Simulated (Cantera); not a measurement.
Feed: 1 mol Si3N4, 0.0027 mol O2, 9.8 mol N2, held at 0.518 Torr.

Equilibrium computed with Cantera from the NASA thermochemical tables; the gas is ideal and each condensed phase is pure. Candidate condensed phases: Si, SiO2, Si2N2O, Si3N4; 16 gas species. Mutual solubility and eutectic melting of coexisting phases are not modelled. The numbers say what is thermodynamically allowed, not how fast it happens.

### Question
Which condensed phases are stable at each of these points (T (K)): 1450, 1500, 1550, 1600, 1650, 1700, 1750, 1800, 1850, 1900, 1950, 2000, 2050?

### Answer
```json
[
 {"T (K)": "1450", "condensed phases": "Si2N2O(s) + Si3N4(s)", "Si condensed (%)": "100.0"},
 {"T (K)": "1500", "condensed phases": "Si2N2O(s) + Si3N4(s)", "Si condensed (%)": "99.8"},
 {"T (K)": "1550", "condensed phases": "Si3N4(s)", "Si condensed (%)": "99.8"},
 {"T (K)": "1600", "condensed phases": "Si3N4(s)", "Si condensed (%)": "99.8"},
 {"T (K)": "1650", "condensed phases": "Si(s)", "Si condensed (%)": "99.7"},
 {"T (K)": "1700", "condensed phases": "Si(l)", "Si condensed (%)": "99.4"},
 {"T (K)": "1750", "condensed phases": "Si(l)", "Si condensed (%)": "98.9"},
 {"T (K)": "1800", "condensed phases": "Si(l)", "Si condensed (%)": "97.9"},
 {"T (K)": "1850", "condensed phases": "Si(l)", "Si condensed (%)": "95.9"},
 {"T (K)": "1900", "condensed phases": "Si(l)", "Si condensed (%)": "92.1"},
 {"T (K)": "1950", "condensed phases": "Si(l)", "Si condensed (%)": "85.0"},
 {"T (K)": "2000", "condensed phases": "Si(l)", "Si condensed (%)": "71.9"},
 {"T (K)": "2050", "condensed phases": "Si(l)", "Si condensed (%)": "47.5"}
]
```

From 1450 K to 1500 K the condensed part is Si2N2O(s) + Si3N4(s). From 1550 K to 1600 K the condensed part is Si3N4(s). At 1650 K the condensed part is Si(s). From 1700 K to 2050 K the condensed part is Si(l).
